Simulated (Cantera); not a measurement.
Cantera with NASA thermochemical tables; ideal gases at 1 bar, condensed phases pure. Values are per mole of reaction as written; species without (g) are pure solids or liquids, kept so even where they would boil at 1 bar.

6 H₂O(g) + 2 P₂(g) = 4 PH₃(g) + 3 O₂(g), with ΔH° = 1185.3 kJ and ΔS° = -112.8 J/K at 300 K.

### Question
How far is the shortcut ΔG° ≈ ΔH°(300 K) − T·ΔS°(300 K) from the full temperature-dependent value at 875, 1075, 1275, 1475, 1675, 1875, 2075, 2275 K?

### Answer
```tsv
T (K)	shortcut (kJ)	full (kJ)	difference (kJ)	difference in log10 K
875	1284.0	1287.0	-3.0	0.18
1075	1306.6	1308.4	-1.9	0.09
1275	1329.1	1328.4	0.7	-0.03
1475	1351.7	1347.1	4.6	-0.16
1675	1374.2	1364.6	9.7	-0.30
1875	1396.8	1381.2	15.7	-0.44
2075	1419.4	1396.9	22.4	-0.56
2275	1441.9	1412.0	29.9	-0.69
```
The shortcut ignores the heat-capacity change of the reaction.
